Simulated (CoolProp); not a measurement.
200 sccm (0 °C, 1 atm) of nitrogen bubbles through liquid octamethylcyclotetrasiloxane (D4) at 315.3 K and leaves saturated at a total pressure of 0.00998 MPa (ideal gas phase). Each further row changes one setting.

The numbers come from the reference Helmholtz-energy equation of state, Thol 2015 in CoolProp.

```json
[
 {"case": "as stated", "vapour pressure (kPa)": "0.441", "mole fraction of vapour": "0.0442", "delivery (mg/min)": "122", "delivery (sccm)": "9.24", "change of delivery for a bath 1 K warmer (%)": "6.9"},
 {"case": "bath temperature 320.3 K", "vapour pressure (kPa)": "0.604", "mole fraction of vapour": "0.0606", "delivery (mg/min)": "171", "delivery (sccm)": "12.9", "change of delivery for a bath 1 K warmer (%)": "6.8"},
 {"case": "total pressure 0.02 MPa", "vapour pressure (kPa)": "0.441", "mole fraction of vapour": "0.0220", "delivery (mg/min)": "59.7", "delivery (sccm)": "4.51", "change of delivery for a bath 1 K warmer (%)": "6.8"}
]
```
